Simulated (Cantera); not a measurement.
Mixture: 11.2 % CH₄, 0.731 % CO, 16.3 % O₂, 66.9 % N₂, 4.83 % CO₂, at 0.316 atm, adiabatic and at constant pressure. Ignition delay is the time to a rise of 400 K.

Model: GRI-Mech 3.0 (53 species, 325 reactions), integrated in Cantera.

Problem. Predict: delay at 1250 K; delay at 1450 K; delay at 1650 K; delay at 1850 K; delay at 2050 K; apparent activation energy between 1950 and 2150 K.

Solution. 
```
Item                                                    Result
--------------------------------------------------  ----------
delay at 1250 K                                        81.1 ms
delay at 1450 K                                        6.26 ms
delay at 1650 K                                       0.999 ms
delay at 1850 K                                       0.273 ms
delay at 2050 K                                       0.101 ms
apparent activation energy between 1950 and 2150 K  150 kJ/mol
```
